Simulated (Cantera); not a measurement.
Cantera run:

```python
import numpy as np
import cantera as ct

gas_names = """
    AL ALH ALI ALI3 ALO ALOH ALO2 ALO2H AL2 AL2I6 AL2O AL2O2 H HALO HI HO2 H2 H2O H2O2 I I2 O OH O2 O3
""".split()
cond_names = """
    AL(cr) AL(L) ALI3(s) ALI3(L) AL2O3(a) AL2O3(L) H2O(s) H2O(L) I2(cr) I2(L)
""".split()


def load(file, names, dense=False):
    # The tables refer to 1 bar. Condensed volumes are neglected.
    table = {s.name: s for s in ct.Species.list_from_file(file)}
    out = []
    for n in names:
        d = dict(table[n].input_data)
        d["thermo"] = dict(d["thermo"], **{"reference-pressure": 1e5})
        if dense:
            d["equation-of-state"] = {"model": "constant-volume", "density": "1e6 g/cm^3"}
        out.append(ct.Species.from_dict(d))
    return out


gas = ct.Solution(thermo="ideal-gas", species=load("nasa_gas.yaml", gas_names))
cond = {s.name: ct.Solution(thermo="fixed-stoichiometry", species=[s], name=s.name)
        for s in load("nasa_condensed.yaml", cond_names, dense=True)}
atoms = {
    'AlI3': {'AL': 1, 'I': 3},
    'O2': {'O': 2},
    'H2': {'H': 2},
}
top_T = {}  # K; cautious upper limits of use, not melting points


def equilibrate(T, P, feed):
    n = {}
    for name, mol in feed.items():
        for a, k in atoms[name].items():
            n[a] = n.get(a, 0.0) + k * mol
    gas.TPX = T, P, n
    mass = sum(n.values()) * gas.mean_molecular_weight
    gas.equilibrate("TP")
    valid = [c for c in cond.values() if c.min_temp <= T <= top_T.get(c.name, c.max_temp)]
    mix = ct.Mixture([(gas, mass / gas.mean_molecular_weight)] + [(c, 0.0) for c in valid])
    mix.T, mix.P = T, P
    mix.equilibrate("TP", solver="vcs", rtol=1e-11, max_steps=5000)
    return mix


results = []
feed = {'AlI3': 1, 'O2': 1.6, 'H2': 370}  # mol
P = 7900  # Pa
for T in [825, 925, 1025, 1125, 1225, 1325, 1425, 1525, 1625, 1725, 1825, 1925, 2025, 2125]:
    mix = equilibrate(T, P, feed)
    results.append((T, P, feed, dict(zip(mix.species_names, mix.species_moles))))
    x = sorted(zip(gas.X, gas.species_names), reverse=True)
    print(f"T = {T:g} K  P = {P:g} Pa  gas = {mix.phase_moles(0):.4g} mol")
    print("   x: " + "  ".join(f"{s} {v:.3e}" for v, s in x if v > 0.0001))
    print("   condensed (mol): " + ("  ".join(f"{mix.phase(i).name} {mix.phase_moles(i):.4g}"
          for i in range(1, mix.n_phases) if mix.phase_moles(i) > 1e-12) or "none"))
```

It prints:

```
T = 825 K  P = 7900 Pa  gas = 371.5 mol
   x: H2 9.874e-01  HI 8.037e-03  H2O 4.576e-03
   condensed (mol): AL2O3(a) 0.5
T = 925 K  P = 7900 Pa  gas = 371.5 mol
   x: H2 9.874e-01  HI 7.941e-03  H2O 4.576e-03  I 1.298e-04
   condensed (mol): AL2O3(a) 0.5
T = 1025 K  P = 7900 Pa  gas = 371.6 mol
   x: H2 9.874e-01  HI 7.706e-03  H2O 4.575e-03  I 3.637e-04
   condensed (mol): AL2O3(a) 0.5
T = 1125 K  P = 7900 Pa  gas = 371.7 mol
   x: H2 9.874e-01  HI 7.247e-03  H2O 4.574e-03  I 8.204e-04
   condensed (mol): AL2O3(a) 0.5
T = 1225 K  P = 7900 Pa  gas = 371.8 mol
   x: H2 9.874e-01  HI 6.526e-03  H2O 4.573e-03  I 1.539e-03
   condensed (mol): AL2O3(a) 0.5
T = 1325 K  P = 7900 Pa  gas = 372 mol
   x: H2 9.874e-01  HI 5.596e-03  H2O 4.570e-03  I 2.466e-03
   condensed (mol): AL2O3(a) 0.5
T = 1425 K  P = 7900 Pa  gas = 372.1 mol
   x: H2 9.873e-01  HI 4.592e-03  H2O 4.568e-03  I 3.467e-03
   condensed (mol): AL2O3(a) 0.5
T = 1525 K  P = 7900 Pa  gas = 372.3 mol
   x: H2 9.873e-01  H2O 4.566e-03  I 4.405e-03  HI 3.650e-03
   condensed (mol): AL2O3(a) 0.5
T = 1625 K  P = 7900 Pa  gas = 372.5 mol
   x: H2 9.871e-01  I 5.199e-03  H2O 4.564e-03  HI 2.853e-03  H 2.494e-04
   condensed (mol): AL2O3(a) 0.5
T = 1725 K  P = 7900 Pa  gas = 372.7 mol
   x: H2 9.867e-01  I 5.829e-03  H2O 4.562e-03  HI 2.220e-03  H 6.564e-04
   condensed (mol): AL2O3(a) 0.4999
T = 1825 K  P = 7900 Pa  gas = 373 mol
   x: H2 9.858e-01  I 6.308e-03  H2O 4.560e-03  HI 1.734e-03  H 1.556e-03
   condensed (mol): AL2O3(a) 0.4997
T = 1925 K  P = 7900 Pa  gas = 373.4 mol
   x: H2 9.840e-01  I 6.663e-03  H2O 4.562e-03  H 3.374e-03  HI 1.366e-03
   condensed (mol): AL2O3(a) 0.4986
T = 2025 K  P = 7900 Pa  gas = 374.1 mol
   x: H2 9.806e-01  I 6.912e-03  H 6.781e-03  H2O 4.581e-03  HI 1.086e-03
   condensed (mol): AL2O3(a) 0.4944
T = 2125 K  P = 7900 Pa  gas = 375.2 mol
   x: H2 9.745e-01  H 1.275e-02  I 7.061e-03  H2O 4.669e-03  HI 8.703e-04
   condensed (mol): AL2O3(a) 0.479
```

Method: chemical equilibrium by Gibbs-energy minimisation in Cantera with the NASA 1993 tables (ideal gas, pure condensed phases). The tables' values for AlOH are old estimates; treat these amounts as uncertain.
